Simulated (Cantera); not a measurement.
Cantera run:

```python
import numpy as np
import cantera as ct

gas_names = [...]  # 113 gases of nasa_gas.yaml made of C, H, O, Pb
cond_names = """
    C(gr) C6H6(L) C7H8(L) C8H18(L),n-octa H2O(s) H2O(L) Pb(cr) Pb(L) PbO(rd) PbO(yw) PbO(L) PbO2(s)
    Pb3O4(s)
""".split()


# ... load() reads the species with a 1 bar reference pressure and builds the phases ...
atoms = {
    'Pb': {'Pb': 1},
    'H2': {'H': 2},
    'CO': {'C': 1, 'O': 1},
}
top_T = {'C(gr)': 4500, 'Pb3O4(s)': 820}  # K; cautious upper limits of use, not melting points


# ... equilibrate(T, P, feed) seeds the gas with the atoms and calls Mixture.equilibrate('TP', solver="vcs", rtol=1e-11, max_steps=5000) ...
results = []
feed = {'Pb': 1, 'H2': 14, 'CO': 0.75}  # mol
P = 14000  # Pa
for T in [1225, 1275, 1325, 1375, 1425, 1475, 1525, 1575]:
    mix = equilibrate(T, P, feed)
    results.append((T, P, feed, dict(zip(mix.species_names, mix.species_moles))))

top = {s: max(r[3][s] / sum(r[3][g] for g in gas_names) for r in results) for s in gas_names}
cols = sorted((s for s in top if top[s] > 1e-06), key=lambda s: -top[s])[:9]
seen = [c for c in cond_names if any(r[3].get(c, 0) > 1e-12 for r in results)]
print("log10 of partial pressures in bar; condensed amounts in mol")
print(f"{'T/K':>10s}" + "".join(f"{s[:9]:>10s}" for s in cols + seen))
for T, P, feed, n in results:
    ng = sum(n[g] for g in gas_names)
    print(f"{T:10.4g}" + "".join(f"{np.log10(max(n[s] / ng * P / 1e5, 1e-99)):10.3f}" for s in cols)
          + "".join(f"{n.get(c, 0):10.4g}" for c in seen))
```

It prints:

```
log10 of partial pressures in bar; condensed amounts in mol
       T/K        H2        Pb        CO       CH4       H2O         H       CO2       Pb2     Pb(L)
      1225    -0.880    -3.029    -2.154    -4.183    -4.198    -6.946    -5.640    -7.350     0.901
      1275    -0.883    -2.724    -2.156    -4.378    -4.392    -6.574    -5.886    -6.841    0.7987
      1325    -0.888    -2.443    -2.161    -4.564    -4.576    -6.230    -6.119    -6.373    0.6102
      1375    -0.897    -2.183    -2.170    -4.746    -4.756    -5.914    -6.344    -5.940    0.2742
      1425    -0.905    -2.051    -2.177    -4.913    -4.921    -5.619    -6.550    -5.758         0
      1475    -0.905    -2.051    -2.177    -5.054    -5.060    -5.340    -6.726    -5.834         0
      1525    -0.905    -2.051    -2.176    -5.187    -5.188    -5.079    -6.890    -5.905         0
      1575    -0.905    -2.051    -2.176    -5.314    -5.307    -4.834    -7.041    -5.972         0
```

Equilibrium computed with Cantera from the NASA thermochemical tables; the gas is ideal and each condensed phase is pure.
